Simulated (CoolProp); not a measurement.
A closed Brayton cycle with carbon dioxide: compressor inlet 310.15 K and 8.7 MPa, high pressure 20.7 MPa, turbine inlet 790 K, compressor efficiency 0.89, turbine efficiency 0.9, recuperator effectiveness 0.95 (on enthalpy, no pinch check). Each further row changes one setting.

Computed with CoolProp (reference Helmholtz-energy equation of state, Span 1996).

```tsv
case	thermal efficiency (%)	net work (kJ/kg)	compressor to turbine work	compressor exit (K)	turbine exit (K)
as stated	35.0	88.1	0.19	341.4	688.5
turbine inlet 740 K	33.3	80.1	0.21	341.4	642.3
compressor inlet 320.15 K	35.0	73.4	0.33	383.9	688.5
high pressure 17.6 MPa	32.6	74.0	0.18	335.2	707.1
recuperator effectiveness 0.5	20.0	88.1	0.19	341.4	688.5
```
